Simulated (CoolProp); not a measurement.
Oxygen at 293.15 K and 0.133 MPa flows at 1.5 m/s in a round tube of 2 mm bore and 45 µm roughness, fully developed (64/Re and Nu = 3.66 if laminar; Colebrook and Gnielinski if turbulent). Each further row changes one setting.

Model: reference Helmholtz-energy equation of state, Schmidt 1985, in CoolProp.

| case | Reynolds number | Darcy friction factor | pressure drop (Pa/m) | heat-transfer coefficient (W/(m² K)) | mass flow (kg/h) |
|---|---|---|---|---|---|
| as stated | [?] | 0.248 | [?] | 47.5 | [?] |
| velocity 3 m/s | 517 | 0.124 | 487 | 47.5 | 0.0593 |
| diameter 4 mm | 517 | 0.124 | [?] | [?] | 0.119 |

Q: Some entries are withheld; supply them.

A: 
- as stated, Reynolds number: 259
- as stated, pressure drop (Pa/m): 243
- as stated, mass flow (kg/h): 0.0296
- diameter 4 mm, pressure drop (Pa/m): 60.8
- diameter 4 mm, heat-transfer coefficient (W/(m² K)): 23.8

Viscosity comes from a separate model (Lemmon 2004). Thermal conductivity comes from a separate model (Lemmon 2004).
